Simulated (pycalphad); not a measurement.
# Effect of C content in Ti-C

Source of the numbers: pycalphad with the COST 507 light-alloy database (1999); pressure 1 atm. The data set is of 1999 and partly superseded. Amounts are mole fractions of atoms. Kinetics are ignored, which matters at the lower temperatures.

```json
[
 {"alloy": "Ti-1.25C (at.%)", "liquidus (K)": "1936", "first solid": "BCC_A2", "solidus (K)": "1935", "phases at 1050 K": "HCP_A3 0.99, FCC_A1 0.01"},
 {"alloy": "Ti-2.49C (at.%)", "liquidus (K)": "1929", "first solid": "BCC_A2", "solidus (K)": "1926", "phases at 1050 K": "HCP_A3 0.96, FCC_A1 0.04"},
 {"alloy": "Ti-3.74C (at.%)", "liquidus (K)": "[?]", "first solid": "FCC_A1", "solidus (K)": "1925", "phases at 1050 K": "[?]"},
 {"alloy": "Ti-4.99C (at.%)", "liquidus (K)": "2095", "first solid": "FCC_A1", "solidus (K)": "1925", "phases at 1050 K": "HCP_A3 0.88, FCC_A1 0.12"}
]
```

**Question.** Fill in the missing entries.

**Answer.** 
- Ti-3.74C (at.%), liquidus (K): 1985
- Ti-3.74C (at.%), phases at 1050 K: HCP_A3 0.92, FCC_A1 0.08

FCC_A1 is fcc; BCC_A2 is bcc; HCP_A3 is hcp. The fcc model also describes the rock-salt carbide or nitride (TiC, TiN, HfC).
